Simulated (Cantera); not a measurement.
Feed: 1 mol SiHCl3, 2.7 mol NH3, held at 78000 Pa.

These are equilibrium values from Cantera (NASA tables, ideal gas, pure condensed phases), not measurements of a reactor. Candidate condensed phases: NH4Cl, Si, Si3N4; 28 gas species. Rates play no part.

Over these rows the condensed part is Si3N4(s). Partial pressures as log10 of bar:

| T (K) | 1000/T (1/K) | log p SiCl2 | log p H2 | log p HCl | log p N2 | log p SiCl4 |
|---|---|---|---|---|---|---|
| 1373 | 0.7283 | -3.26 | -0.40 | -0.57 | -1.03 | -1.76 |
| 1423 | 0.7027 | -2.91 | -0.40 | -0.57 | -1.03 | -1.80 |
| 1473 | 0.6789 | -2.59 | -0.41 | -0.57 | -1.03 | -1.84 |
| 1523 | 0.6566 | ? | -0.41 | -0.57 | -1.02 | -1.90 |
| 1573 | 0.6357 | -2.04 | -0.41 | -0.58 | -1.01 | -1.98 |
| 1623 | 0.6161 | -1.82 | -0.40 | -0.60 | -1.00 | -2.08 |

Fit log p(SiCl2) = a + b·(1000/T) to the five rows, give the apparent enthalpy, and predict the row at 1523 K.

Means: 1000/T = 0.6723, log p = -2.524. Sxy = -0.110665, Sxx = 0.0086017, so b = -12.87 and a = -2.524 − (-12.87)×0.6723 = 6.13.
Apparent enthalpy: −19.145 × (-12.87) = 246 kJ/mol. With the condensed phases at unit activity, 1/6 Si3N4(s) + 1/2 SiCl4(g) = SiCl2(g) + 1/3 N2(g) links this pressure to the main gases: over the six rows their terms move log p by -0.17 in all, so the slope isn't that reaction's ΔH° alone. The five rows lie within 0.02 of the line.
Prediction at 1523 K: 6.13 + (-12.87)×0.6566 = -2.32. The computed value is -2.30, 0.02 from the line.
